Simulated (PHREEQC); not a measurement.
PHREEQC input (ion-association model, wateq4f.dat):

```
SOLUTION_MASTER_SPECIES
  An  An-  0  An  62.0  # stands for a non-complexing anion
SOLUTION_SPECIES
  An- = An-
    -log_k 0
    -gamma 3.0 0
PHASES
  Fix_H+
    H+ = H+
    -log_k 0
SOLUTION 1
  temp 25
  units mmol/kgw
  pH 7 charge
  Cl 0.068
  Sr 0.034
  S(6) 0.19
  Cu(2) 0.19
  Na 300
  An 300
END
SELECTED_OUTPUT 1
  -reset false
  -pH true
  -pe true
  -ionic_strength true
  -water true
  -totals Cl Cu Na S Sr Cu(1) Cu(2) S(-2) S(6)
  -molalities Hfo_wOH Hfo_wOH2+ Hfo_wO- Hfo_sOH Hfo_sOH2+ Hfo_sO- Hfo_sOCu+ Hfo_wOCu+ Hfo_sOHSr+2 Hfo_wOSr+
    Hfo_wOSrOH Hfo_wSO4- Hfo_wOHSO4-2
  -saturation_indices Celestite Cu(OH)2 Brochantite Antlerite Atacamite Halite Mirabilite Chalcanthite
USER_PUNCH 1
  -headings sigma psi
  10 PUNCH EDL("sigma", "Hfo"), EDL("psi", "Hfo")
PRINT
  -reset false
USE solution 1
SURFACE 1
  Hfo_wOH 0.00105618 600 0.47
  Hfo_sOH 2.64045e-05
EQUILIBRIUM_PHASES 1
  Fix_H+ -3 HAn 10
    -force_equality true
  O2(g) -0.68 10
END
# ... the last block is repeated for the other 12 points of pH, with NaOH or the acid as the point needs
```

Selected output (columns that matter, 13 of 13 rows; pH added in front):

```
pH	mu	Cl	Cu	Na	S	Sr	si_Celestite	si_Cu(OH)2	si_Brochantite	si_Antlerite	si_Atacamite	si_Halite	si_Mirabilite	si_Chalcanthite
3	0.30237	6.8e-05	0.00018993	0.3	5.0445e-05	3.4e-05	-3.425	-6.909	-19.457	-14.138	-11.208	-6.5799	-5.3066	-6.6921
3.5	0.30149	6.8e-05	0.00018934	0.3	5.0862e-05	3.4e-05	-3.4134	-5.9099	-16.449	-12.129	-9.7101	-6.5797	-5.2951	-6.6818
4	0.30119	6.8e-05	0.00018453	0.3	5.369e-05	3.4e-05	-3.3874	-4.921	-13.467	-10.136	-8.2322	-6.5796	-5.269	-6.6668
4.5	0.30102	6.8e-05	0.00016509	0.3	6.1511e-05	3.4e-05	-3.3274	-3.9693	-10.601	-8.2216	-6.8288	-6.5796	-5.209	-6.6552
5	0.30082	6.8e-05	0.00011653	0.3	7.8289e-05	3.4e-05	-3.2221	-3.1208	-8.1013	-6.5706	-5.6317	-6.5795	-5.1036	-6.7013
5.5	0.30055	6.8e-05	3.9716e-05	0.3	0.00010377	3.4e-05	-3.0992	-2.5889	-6.8508	-5.8519	-5.0677	-6.5794	-4.9807	-7.0465
6	0.30041	6.8e-05	7.2471e-06	0.3	0.00013334	3.3999e-05	-2.9901	-2.3311	-6.7108	-5.9697	-5.0523	-6.5794	-4.8716	-7.6797
6.5	0.30035	6.8e-05	1.2281e-06	0.3	0.00016052	3.3998e-05	-2.9096	-2.1268	-6.8128	-6.276	-5.1436	-6.5794	-4.7909	-8.3947
7	0.30042	6.8e-05	3.0015e-07	0.30011	0.00017856	3.3991e-05	-2.8636	-1.9127	-6.9102	-6.5875	-5.2154	-6.5792	-4.7445	-9.1344
7.5	0.30048	6.8e-05	2.0309e-07	0.30021	0.00018676	3.3962e-05	-2.8446	-1.7032	-7.0527	-6.9396	-5.2964	-6.5791	-4.7247	-9.9055
8	0.30053	6.8e-05	2.6873e-07	0.3003	0.00018929	3.3813e-05	-2.8408	-1.5116	-7.2807	-7.3591	-5.4133	-6.579	-4.7187	-10.708
8.5	0.30057	6.8e-05	3.9969e-07	0.30038	0.00018986	3.3016e-05	-2.8499	-1.33	-7.5531	-7.8131	-5.5501	-6.5789	-4.7172	-11.525
9	0.30061	6.7999e-05	6.2937e-07	0.30048	0.00018997	2.9353e-05	-2.9008	-1.1315	-7.7586	-8.2172	-5.653	-6.5788	-4.7168	-12.326
```

The database's constant for dissolved Cu(OH)2 is higher than later reviews accept. The oxide is taken as insoluble; below pH 4 it would dissolve.
